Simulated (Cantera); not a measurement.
Standard-state values (1 bar) from the NASA 1993 polynomials, evaluated with Cantera. Values are per mole of reaction as written; species without (g) are pure solids or liquids, kept so even where they would boil at 1 bar.

V2O4 + 8 H(g) → 4 H2O(g) + 2 V, with ΔH° = -1284.3 kJ and ΔS° = -208.7 J/K at 300 K.

Question: How far is the shortcut ΔG° ≈ ΔH°(300 K) − T·ΔS°(300 K) from the full temperature-dependent value at 498, 648, 798, 948, 1098, 1248, 1398, 1548, 1698, 1848 K?

Answer: 
| T (K) | shortcut (kJ) | full (kJ) | difference (kJ) | difference in log10 K | condensed phases |
|---|---|---|---|---|---|
| 498 | -1180.3 | -1170.4 | -10.0 | 1.05 | V2O4(s), V(s) |
| 648 | -1149.0 | -1124.5 | -24.6 | 1.98 | V2O4(s), V(s) |
| 798 | -1117.7 | -1074.5 | -43.2 | 2.83 | V2O4(s), V(s) |
| 948 | -1086.4 | -1021.5 | -64.9 | 3.58 | V2O4(s), V(s) |
| 1098 | -1055.1 | -966.0 | -89.1 | 4.24 | V2O4(s), V(s) |
| 1248 | -1023.8 | -908.6 | -115.3 | 4.82 | V2O4(s), V(s) |
| 1398 | -992.5 | -849.4 | -143.1 | 5.35 | V2O4(s), V(s) |
| 1548 | -961.2 | -789.0 | -172.2 | 5.81 | V2O4(s), V(s) |
| 1698 | -929.9 | -727.4 | -202.5 | 6.23 | V2O4(s), V(s) |
| 1848 | -898.6 | -663.0 | -235.7 | 6.66 | V2O4(l), V(s) |
The shortcut ignores heat capacities and the phase changes listed.
